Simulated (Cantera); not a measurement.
Input (Python, Cantera) and output of one run.

```python
import numpy as np
import cantera as ct

gas_names = """
    H HO2 H2 H2O H2O2 O OH O2 O3 Si SiH SiH2 SiH3 SiH4 SiO SiO2 Si2 Si3
""".split()
cond_names = """
    H2O(s) H2O(L) Si(cr) Si(L) SiO2(Lqz) SiO2(hqz) SiO2(L)
""".split()


# ... load() reads the species with a 1 bar reference pressure and builds the phases ...
atoms = {
    'Si2H6': {'Si': 2, 'H': 6},
    'O2': {'O': 2},
    'H2': {'H': 2},
}
top_T = {}  # K; cautious upper limits of use, not melting points


# ... equilibrate(T, P, feed) seeds the gas with the atoms and calls Mixture.equilibrate('TP', solver="vcs", rtol=1e-11, max_steps=5000) ...
results = []
feed = {'Si2H6': 1, 'O2': 0.11, 'H2': 7.6}  # mol
T = 1523  # K
P = 100  # Pa
mix = equilibrate(T, P, feed)
results.append((T, P, feed, dict(zip(mix.species_names, mix.species_moles))))
x = sorted(zip(gas.X, gas.species_names), reverse=True)
print(f"T = {T:g} K  P = {P:g} Pa  gas = {mix.phase_moles(0):.4g} mol")
print("   x: " + "  ".join(f"{s} {v:.3e}" for v, s in x if v > 1e-05))
print("   condensed (mol): " + ("  ".join(f"{mix.phase(i).name} {mix.phase_moles(i):.4g}"
      for i in range(1, mix.n_phases) if mix.phase_moles(i) > 1e-12) or "none"))
```

Output:

```
T = 1523 K  P = 100 Pa  gas = 10.82 mol
   x: H2 9.789e-01  SiO 2.032e-02  H 7.231e-04  Si 1.803e-05
   condensed (mol): Si(cr) 1.78
```

Method: chemical equilibrium by Gibbs-energy minimisation in Cantera with the NASA 1993 tables (ideal gas, pure condensed phases). The feed counts by its element totals alone.
